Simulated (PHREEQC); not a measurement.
Dissolve 0.24 mol/kgw NiCl2 at 59 °C. Closed to the air; pH follows from the charge balance.

Model: ion-association model, wateq4f.dat, run in PHREEQC.

Precipitation was switched off in this run.

Order these Ni species by the share of Ni that they hold, largest first: NiCl2, Ni+2, NiCl+.

Ni+2 (74 %), NiCl+ (17 %), NiCl2 (9.5 %)

Order these Cl species by the share of Cl that they hold, largest first: NiCl+, Cl-, NiCl2.

Cl- (82 %), NiCl2 (9.5 %), NiCl+ (8.5 %)

The pH is 5.12 and the ionic strength 0.571 mol/kgw. At this temperature some constants are extrapolated from 25 °C, and those without enthalpy data are left unchanged.
